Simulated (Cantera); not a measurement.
Feed: 1 mol BN, 2.9 mol NF3, held at 700 K and 0.0133 bar.

These are equilibrium values from Cantera (NASA tables, ideal gas, pure condensed phases), not measurements of a reactor. Candidate condensed phases: B, BN; 13 gas species. The numbers say what is thermodynamically allowed, not how fast it happens.

Base state: N2 0.293, NF3 0.260, F2 0.225, BF3 0.217, F 0.00592 (mole fractions); condensed: gas only.

Task: What changes in the equilibrium state with this change: temperature from 700 K to 1673 K?

Result: 
```tsv
species	before	after
F	0.00592	0.659
N2	0.293	0.225
BF3	0.217	0.116
NF3	0.260	<1e-9
F2	0.225	0.000194
```
